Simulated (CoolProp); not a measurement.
Saturation properties of R1123 (Tc = 331.7 K, pc = 45.49 bar, ω = 0.243).

Values from CoolProp's reference Helmholtz-energy equation of state, Akasaka 2020.

```
T (K)  p (bar)  liquid density (kg/m³)  vapour density (kg/m³)  enthalpy of vaporisation (kJ/kg)
-----  -------  ----------------------  ----------------------  --------------------------------
208.9   0.8651                    1354                   4.223                             227.8
217.9    1.367                    1326                   6.479                             221.3
226.9    2.071                    1297                   9.578                             214.4
236      3.037                    1266                   13.78                             207.2
245      4.299                    1234                   19.23                             199.6
254.1    5.941                    1201                   26.35                             191.4
263.1    7.988                    1166                   35.37                             182.6
272.1    10.52                    1128                   46.82                             173.0
281.2    13.64                    1087                   61.56                             162.3
290.2    17.36                    1042                   80.24                             150.4
299.3    21.83                   990.9                   104.8                             136.6
308.3    27.06                   932.5                   137.6                             120.3
317.3    33.21                   860.6                   184.6                             99.72
326.4    40.52                   753.7                   267.7                             68.80
```

It boils at 211.9 K under 1 atm.
